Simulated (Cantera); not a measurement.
Input (Python, Cantera):

```python
import numpy as np
import cantera as ct

gas = ct.Solution("gri30.yaml")
gas.TPX = 1125, 140000, {'N2O': 1, 'H2O': 0.013}
inlet = ct.Reservoir(gas, clone=True)

reactor = ct.IdealGasConstPressureReactor(gas, energy="off", clone=False)
exhaust = ct.Reservoir(gas, clone=True)
tau = [3.5, 1.2, 0.44, 0.16, 0.055, 0.019, 0.0069, 0.0024, 0.00086][0]
for a, b in ((inlet, reactor), (reactor, exhaust)):
    ct.MassFlowController(a, b, mdot=lambda t: reactor.mass / tau)
net = ct.ReactorNet([reactor])
show = ['N2O', 'H2O', 'H', 'HO2', 'NO2', 'H2']

rows = []
print(f"{'tau/s':>10s}{'T/K':>9s}" + "".join(f"{s:>11s}" for s in show))
for tau in [3.5, 1.2, 0.44, 0.16, 0.055, 0.019, 0.0069, 0.0024, 0.00086]:
    net.initial_time = 0.0
    net.advance(30 * tau)
    before = gas.X
    net.advance(40 * tau)
    drift = np.max(np.abs(gas.X - before) / (gas.X + 1e-9))
    rows.append([gas.T, *gas[show].X, drift])
    print(f"{tau:10.3e}{gas.T:9.1f}" + "".join(f"{x:11.3e}" for x in gas[show].X))
```

Output:

```
     tau/s      T/K        N2O        H2O          H        HO2        NO2         H2
 3.500e+00   1125.0  5.401e-01  1.091e-02  1.094e-10  3.677e-08  5.433e-04  1.617e-09
 1.200e+00   1125.0  7.551e-01  1.184e-02  1.500e-10  6.999e-08  4.681e-04  2.204e-09
 4.400e-01   1125.0  8.833e-01  1.239e-02  1.790e-10  1.396e-07  3.733e-04  2.830e-09
 1.600e-01   1125.0  9.459e-01  1.265e-02  1.948e-10  2.765e-07  2.655e-04  3.687e-09
 5.500e-02   1125.0  9.724e-01  1.277e-02  1.983e-10  5.121e-07  1.482e-04  5.125e-09
 1.900e-02   1125.0  9.820e-01  1.281e-02  1.864e-10  8.224e-07  5.992e-05  6.481e-09
 6.900e-03   1125.0  9.853e-01  1.282e-02  1.601e-10  1.122e-06  1.761e-05  5.547e-09
 2.400e-03   1125.0  9.865e-01  1.283e-02  1.184e-10  1.183e-06  3.043e-06  2.724e-09
 8.600e-04   1125.0  9.869e-01  1.283e-02  6.714e-11  6.980e-07  2.669e-07  7.510e-10
```

Computed with Cantera and GRI-Mech 3.0 (53 species, 325 reactions). GRI-Mech 3.0 was tuned for natural gas; its chemistry of N2O as a main component is partial and can be far from experiment. The mechanism lacks the step 2 NO + O2 → 2 NO2, which can matter for NO2 below about 1400 K. The temperature is held fixed by assumption; the heat of reaction is taken as removed at once.
